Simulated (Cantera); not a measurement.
An isothermal, constant-pressure homogeneous reactor starts with 27.9 % CH4, 24.6 % H2O, 47.5 % H2, at 1798 K and 9.87 atm.

Model: GRI-Mech 3.0 (53 species, 325 reactions), integrated in Cantera.

**Question.** Predict: x(CH4) at 9.00 s; x(H2O) at 9.00 s; x(H2) at 9.00 s; x(HCO) at 9.00 s; x(CH3) at 9.00 s.

**Answer.** 
* **x(CH4) at 9.00 s**: 0.0184 (gas-phase equilibrium 0.0182)
* **x(H2O) at 9.00 s**: 0.000422 (gas-phase equilibrium 0.000107)
* **x(H2) at 9.00 s**: 0.815 (gas-phase equilibrium 0.815)
* **x(HCO) at 9.00 s**: 9.85e-8 (gas-phase equilibrium 9.87e-8)
* **x(CH3) at 9.00 s**: 4.61e-5 (gas-phase equilibrium 4.55e-5)
